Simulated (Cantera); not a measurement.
Charge: 1 mol C3H8, 0.069 mol H2O, 0.5 mol N2, held at 38.0 bar.

Method: chemical equilibrium by Gibbs-energy minimisation in Cantera with the NASA 1993 tables (ideal gas, pure condensed phases). Candidate condensed phases: C, C6H6, C7H8, C8H18, H2O; 136 gas species. The ideal-gas law is rough above about 30 bar. Kinetics and transport are ignored.

x: gas mole fraction; n: condensed amount in mol.

```tsv
T (K)	x H2	x CH4	x N2	x H2O	x CO	n C(graphite)
750	0.0765	0.710	0.186	0.0254	9.60e-5	1.10
850	0.164	0.632	0.178	0.0237	0.000540	1.23
950	0.287	0.523	0.166	0.0205	0.00201	1.42
1050	___	___	___	___	___	___
1150	___	___	0.138	___	___	___
1250	0.667	0.186	0.128	0.00487	0.0127	2.23
1350	0.741	0.120	0.121	0.00232	0.0144	2.44
1450	0.789	0.0781	0.116	0.00112	0.0149	2.60
1550	0.818	0.0518	0.113	0.000569	0.0151	2.70
```

Task: Some entries are withheld; supply them.

Result: 
- 1050, x H2: 0.428
- 1050, x CH4: 0.398
- 1050, x N2: 0.152
- 1050, x H2O: 0.0154
- 1050, x CO: 0.00522
- 1050, n C(graphite): 1.68
- 1150, x H2: 0.561
- 1150, x CH4: 0.280
- 1150, x H2O: 0.00947
- 1150, x CO: 0.00947
- 1150, n C(graphite): 1.96
